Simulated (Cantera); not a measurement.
Input: 1 mol CH₃F, 0.077 mol CH₄, a varied amount of H₂, equilibrated at 10.0 Torr.

Method: chemical equilibrium by Gibbs-energy minimisation in Cantera with the NASA 1993 tables (ideal gas, pure condensed phases). Candidate condensed phases: C, C₆H₆, C₇H₈, C₈H₁₈; 95 gas species. The numbers say what is thermodynamically allowed, not how fast it happens.

Task: What condenses at these points (T in K, n(H₂) in mol): (3498, 20); (3423, 11); (3048, 20); (2748, 1.2); (2823, 3.7)?

Result: 
| T (K) | n(H₂) in mol | condensed phases | C condensed (%) |
|---|---|---|---|
| 3498 | 20 | gas only | 0.0 |
| 3423 | 11 | gas only | 0.0 |
| 3048 | 20 | gas only | 0.0 |
| 2748 | 1.2 | C | 89.1 |
| 2823 | 3.7 | C | 68.8 |
